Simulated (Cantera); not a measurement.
A Cantera script and what it prints.

```python
import numpy as np
import cantera as ct

gas_names = """
    F F2 H HF H2 H2F2 H3F3 H4F4 H5F5 H6F6 H7F7 N NF NF2 NF3 NH NH2 NH3 N2 N2H2 N2H4 Si SiF SiF2 SiF3
    SiF4 SiH SiHF3 SiH2 SiH2F2 SiH3 SiH3F SiH4 SiN Si2 Si2N Si3
""".split()
cond_names = """
    Si(cr) Si(L) Si3N4(a)
""".split()


# ... load() reads the species with a 1 bar reference pressure and builds the phases ...
atoms = {
    'Si': {'Si': 1},
    'NF3': {'N': 1, 'F': 3},
    'H2': {'H': 2},
    'F2': {'F': 2},
}
top_T = {'Si3N4(a)': 2400}  # K; cautious upper limits of use, not melting points


# ... equilibrate(T, P, feed) seeds the gas with the atoms and calls Mixture.equilibrate('TP', solver="vcs", rtol=1e-11, max_steps=5000) ...
results = []
feed = {'Si': 1, 'NF3': 0.78, 'H2': 6.5, 'F2': 5}  # mol
T = 1575  # K
P = 133.322  # Pa
mix = equilibrate(T, P, feed)
results.append((T, P, feed, dict(zip(mix.species_names, mix.species_moles))))
print(gas.report(threshold=0.0001))
for i in range(1, mix.n_phases):
    print(f"{mix.phase(i).name:16s} {mix.phase_moles(i):12.5e} mol")
```

Result:

```
       temperature   1575 K
          pressure   133.32 Pa
           density   0.0002417 kg/m^3
  mean mol. weight   23.741 kg/kmol
   phase of matter   gas

                          1 kg             1 kmol
                     ---------------   ---------------
          enthalpy       -1.1616e+07       -2.7577e+08  J
   internal energy       -1.2168e+07       -2.8886e+08  J
           entropy             12477        2.9622e+05  J/K
    Gibbs function       -3.1268e+07       -7.4231e+08  J
 heat capacity c_p            1628.6             38663  J/K
 heat capacity c_v            1278.3             30348  J/K

                      mass frac. Y      mole frac. X     chem. pot. / RT
                     ---------------   ---------------   ---------------
                 H        2.1184e-05        0.00049893           -13.508
                HF            0.5833           0.69217           -51.726
                H2          0.016318           0.19217           -27.016
                N2          0.038127          0.032311           -36.216
              SiF3         0.0042461         0.0011848           -137.52
              SiF4           0.35789          0.081636           -175.74
     [  +31 minor]        9.1463e-05        2.7299e-05

Si(cr)            0.00000e+00 mol
Si3N4(a)          0.00000e+00 mol
```

Equilibrium computed with Cantera from the NASA thermochemical tables; the gas is ideal and each condensed phase is pure. The tables' values for SiF3 are old estimates; treat these amounts as uncertain.
